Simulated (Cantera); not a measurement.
Mixture: CH4 : H2 : O2 : N2 = 1 : 0.04 : 1.26 : 6.57 (molar parts), equivalence ratio 1.6, at 101000 Pa, adiabatic and at constant volume. Ignition delay is the time to a rise of 400 K.

Cantera simulation using GRI-Mech 3.0 (53 species, 325 reactions); the numbers are that mechanism's predictions, not measurements.

### Question
What does this change do: CH4 1 to 0.52 parts?

### Answer
```csv
quantity,before,after
delay at 1098 K,0.183 s,82.3 ms
delay at 1198 K,49.4 ms,24.6 ms
delay at 1298 K,14.0 ms,7.54 ms
delay at 1398 K,4.28 ms,2.52 ms
delay at 1498 K,1.46 ms,0.959 ms
delay at 1598 K,0.566 ms,0.418 ms
apparent activation energy between 1398 and 1598 K,190 kJ/mol,170 kJ/mol
```

### Question
What does this change do: constant pressure in place of constant volume?

### Answer
```json
[
 {"quantity": "delay at 1098 K", "before": "0.183 s", "after": "0.195 s"},
 {"quantity": "delay at 1198 K", "before": "49.4 ms", "after": "53.0 ms"},
 {"quantity": "delay at 1298 K", "before": "14.0 ms", "after": "15.1 ms"},
 {"quantity": "delay at 1398 K", "before": "4.28 ms", "after": "4.63 ms"},
 {"quantity": "delay at 1498 K", "before": "1.46 ms", "after": "1.57 ms"},
 {"quantity": "delay at 1598 K", "before": "0.566 ms", "after": "0.610 ms"},
 {"quantity": "apparent activation energy between 1398 and 1598 K", "before": "190 kJ/mol", "after": "190 kJ/mol"}
]
```
